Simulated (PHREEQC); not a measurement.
0.6 g of hydrous ferric oxide (600 m²/g; 0.2 weak and 0.005 strong sites per Fe, Dzombak-Morel constants, diffuse double layer) in 1 kg of water with 0.01 mol/kgw of an inert sodium salt, at 25 °C; the pH is set by adding NaOH or the inert anion's acid. Oxygen is held at 0.21 atm. The system is closed to CO2. Precipitation was switched off in this run.

All values are PHREEQC results (ion-association model, wateq4f.dat), not measurements.

```csv
pH,surface charge σ (C/m²),surface potential ψ (mV)
4,0.218,184
4.5,0.161,170
5,0.114,152
5.5,0.077,132
6,0.050,110
6.5,0.030,86
7,0.017,61
7.5,0.008,34
8,0.001,6
8.5,-0.005,-22
9,-0.013,-49
9.5,-0.024,-75
10,-0.040,-100
```
